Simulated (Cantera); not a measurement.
Cantera with NASA thermochemical tables; ideal gases at 1 bar, condensed phases pure. Values are per mole of reaction as written; species without (g) are pure solids or liquids, kept so even where they would boil at 1 bar.

3 C2H4(g) + 4 Ni3S4 ⇌ 4 CH3(g) + 12 NiS + 2 CS2(g)

```csv
T (K),ΔH° (kJ),ΔS° (J/K),ΔG° (kJ),log10 K
425,815.0,486.9,608.0,-74.73
450,814.6,486.0,595.9,-69.17
475,813.9,484.6,583.7,-64.19
500,813.0,482.7,571.7,-59.72
525,[?],[?],[?],[?]
550,[?],[?],[?],[?]
575,[?],[?],[?],[?]
600,807.0,471.9,523.9,-45.61
```

Question: Some entries are withheld; supply them.

Answer: 
- 525, ΔH° (kJ): 811.9
- 525, ΔS° (J/K): 480.5
- 525, ΔG° (kJ): 559.6
- 525, log10 K: -55.68
- 550, ΔH° (kJ): 810.5
- 550, ΔS° (J/K): 478.0
- 550, ΔG° (kJ): 547.6
- 550, log10 K: -52.01
- 575, ΔH° (kJ): 808.9
- 575, ΔS° (J/K): 475.1
- 575, ΔG° (kJ): 535.7
- 575, log10 K: -48.67
